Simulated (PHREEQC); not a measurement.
PHREEQC input (ion-association model, wateq4f.dat):

```
SOLUTION_MASTER_SPECIES
  An  An-  0  An  62.0  # stands for a non-complexing anion
SOLUTION_SPECIES
  An- = An-
    -log_k 0
    -gamma 3.0 0
PHASES
  Fix_H+
    H+ = H+
    -log_k 0
SOLUTION 1
  temp 25
  units mmol/kgw
  pH 7 charge
  Na 5
  An 5
END
SELECTED_OUTPUT 1
  -reset false
  -pH true
  -pe true
  -ionic_strength true
  -water true
  -totals Na
  -molalities Hfo_wOH Hfo_wOH2+ Hfo_wO- Hfo_sOH Hfo_sOH2+ Hfo_sO-
USER_PUNCH 1
  -headings sigma psi
  10 PUNCH EDL("sigma", "Hfo"), EDL("psi", "Hfo")
PRINT
  -reset false
USE solution 1
SURFACE 1
  Hfo_wOH 0.00206742 600 0.92
  Hfo_sOH 5.16854e-05
EQUILIBRIUM_PHASES 1
  Fix_H+ -4 HAn 10
    -force_equality true
  O2(g) -0.68 10
END
# ... the last block is repeated for the other 12 points of pH, with NaOH or the acid as the point needs
```

Selected output (columns that matter, 13 of 13 rows; pH added in front):

```
pH	mu	Na	m_Hfo_wOH	m_Hfo_wOH2+	m_Hfo_wO-	m_Hfo_sOH	m_Hfo_sOH2+	m_Hfo_sO-	sigma	psi
4	0.0056421	0.005	0.00098275	0.0010639	2.0797e-05	2.4569e-05	2.6597e-05	5.1993e-07	0.18689	0.19259
4.5	0.0054165	0.005	0.0012329	0.00079047	4.4052e-05	3.0822e-05	1.9762e-05	1.1013e-06	0.13374	0.17646
5	0.0052729	0.005	0.0014026	0.00058816	7.6629e-05	3.5066e-05	1.4704e-05	1.9157e-06	0.091655	0.1578
5.5	0.0051756	0.005	0.0015021	0.00045068	0.00011469	3.7551e-05	1.1267e-05	2.8671e-06	0.060202	0.13682
6	0.0051093	0.005	0.0015523	0.00036311	0.00015202	3.8807e-05	9.0777e-06	3.8005e-06	0.037822	0.11363
6.5	0.0050651	0.005	0.0015744	0.00030966	0.00018337	3.936e-05	7.7416e-06	4.5843e-06	0.022629	0.08851
7	0.0050362	0.005	0.001583	0.00027745	0.00020692	3.9576e-05	6.9362e-06	5.173e-06	0.012637	0.061896
7.5	0.0050171	0.005	0.0015861	0.0002573	0.00022399	3.9653e-05	6.4326e-06	5.5997e-06	0.0059693	0.034304
8	0.0050029	0.005	0.001587	0.00024302	0.00023741	3.9675e-05	6.0755e-06	5.9353e-06	0.0010049	0.0062072
8.5	0.0050139	0.0050244	0.0015867	0.00023015	0.00025059	3.9667e-05	5.7537e-06	6.2648e-06	-0.0036626	-0.021978
9	0.0050377	0.0050646	0.0015848	0.00021506	0.00026755	3.962e-05	5.3764e-06	6.6887e-06	-0.0094054	-0.049843
9.5	0.005085	0.0051358	0.0015792	0.00019454	0.00029367	3.948e-05	4.8636e-06	7.3417e-06	-0.017761	-0.076937
10	0.0051959	0.0052835	0.001564	0.00016619	0.0003372	3.9101e-05	4.1547e-06	8.4299e-06	-0.030641	-0.10272
```
